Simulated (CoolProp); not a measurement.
Saturation properties of carbon monoxide (Tc = 132.9 K, pc = 34.98 bar, ω = 0.050).

Model: reference Helmholtz-energy equation of state, Lemmon 2006, in CoolProp. It is a short technical equation, of lower accuracy than the large ones.

```
T (K)  p (bar)  vapour density (kg/m³)  surface tension (mN/m)
-----  -------  ----------------------  ----------------------
98.3     4.790                   18.73                    6.06
101      5.857                   22.78                    5.52
103.8    7.136                   27.69                    4.97
106.5    8.549                   33.21                    4.44
109.3    10.22                   39.90                    3.90
112      12.03                   47.44                    3.39
114.8    14.15                   56.65                    2.88
117.5    16.43                   67.18                    2.39
120.3    19.06                   80.31                    1.90
123      21.88                   95.87                    1.44
125.8    25.12                   116.5                   0.978
```

It boils at 81.6 K under 1 atm.

Surface tension comes from a separate correlation (Mulero 2012).
